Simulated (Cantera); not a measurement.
Cantera run, input and output.

```python
import numpy as np
import cantera as ct

surf = ct.Interface("ptcombust.yaml", "Pt_surf")
gas = surf.adjacent["gas"]
gas.TPX = 1225, 101325, {'CH4': 0.0067, 'O2': 0.028, 'N2': 0.79, 'H2O': 0.082}
surf.TP = 1225, 101325
reactor = ct.FlowReactor(gas, clone=False)
reactor.area = 0.0001  # m2
reactor.surface_area_to_volume_ratio = 220  # 1/m
reactor.mass_flow_rate = 0.14 * reactor.area * gas.density  # inlet velocity 0.14 m/s
reactor.energy_enabled = False
wall = ct.ReactorSurface(surf, reactor, clone=False)
net = ct.ReactorNet([reactor])
net.rtol, net.atol = 1e-8, 1e-16
show, cover = ['CH4', 'O2', 'H2O', 'CO2', 'CO'], ['PT(S)', 'H(S)', 'O(S)', 'OH(S)', 'CO(S)', 'C(S)']

rows = []
print(f"{'z/m':>9s}{'u/(m/s)':>9s}" + "".join(f"{s:>13s}" for s in show + cover))
for z in [4.6e-05, 8.2e-05, 0.00015, 0.00026, 0.00046, 0.00082, 0.0015, 0.0026, 0.0046]:
    net.advance(z)
    rows.append([reactor.speed, *gas[show].X, *surf[cover].coverages])
    print(f"{z:9.4g}{rows[-1][0]:9.3g}" + "".join(f"{x:13.4e}" for x in rows[-1][1:]))
```

Output:

```
      z/m  u/(m/s)          CH4           O2          H2O          CO2           CO        PT(S)         H(S)         O(S)        OH(S)        CO(S)         C(S)
  4.6e-05     0.14   6.9547e-03   3.0076e-02   9.1255e-02   3.8758e-04   1.3199e-05   5.4020e-01   1.2484e-05   4.5620e-01   3.5534e-03   1.3052e-05   2.0653e-07
  8.2e-05     0.14   6.6285e-03   2.9469e-02   9.1869e-02   6.8753e-04   1.2690e-05   5.4136e-01   1.2581e-05   4.5503e-01   3.5642e-03   1.2549e-05   1.9833e-07
  0.00015     0.14   6.0470e-03   2.8388e-02   9.2962e-02   1.2205e-03   1.1715e-05   5.4345e-01   1.2756e-05   4.5292e-01   3.5832e-03   1.1621e-05   1.8340e-07
  0.00026     0.14   5.1978e-03   2.6815e-02   9.4555e-02   1.9948e-03   1.0282e-05   5.4661e-01   1.3019e-05   4.4974e-01   3.6106e-03   1.0224e-05   1.6088e-07
  0.00046     0.14   3.9137e-03   2.4446e-02   9.6959e-02   3.1573e-03   8.1394e-06   5.5162e-01   1.3435e-05   4.4468e-01   3.6508e-03   8.0207e-06   1.2512e-07
  0.00082     0.14   2.2875e-03   2.1438e-02   1.0002e-01   4.6237e-03   5.5477e-06   5.5854e-01   1.4005e-05   4.3771e-01   3.7001e-03   5.0760e-06   7.6453e-08
   0.0015     0.14   7.7092e-04   1.8497e-02   1.0302e-01   6.0554e-03   3.1442e-06   5.6614e-01   1.4625e-05   4.3008e-01   3.7458e-03   2.1177e-06   2.7051e-08
   0.0026     0.14   1.1863e-04   1.6976e-02   1.0454e-01   6.8296e-03   1.2509e-06   5.7059e-01   1.4981e-05   4.2560e-01   3.7676e-03   5.3823e-07   4.2829e-09
   0.0046     0.14   3.8178e-06   1.6482e-02   1.0499e-01   7.1135e-03   3.3862e-07   5.7229e-01   1.5110e-05   4.2389e-01   3.7736e-03   9.7582e-08   1.3934e-10
```

Cantera simulation using Deutschmann's 1995 Pt surface mechanism with GRI-Mech 3.0 gas chemistry; the numbers are that mechanism's predictions, not measurements. Catalytic surfaces can have several steady states; this one follows from the mechanism file's or the stated starting coverage. Mass transfer to the wall is taken as infinitely fast.
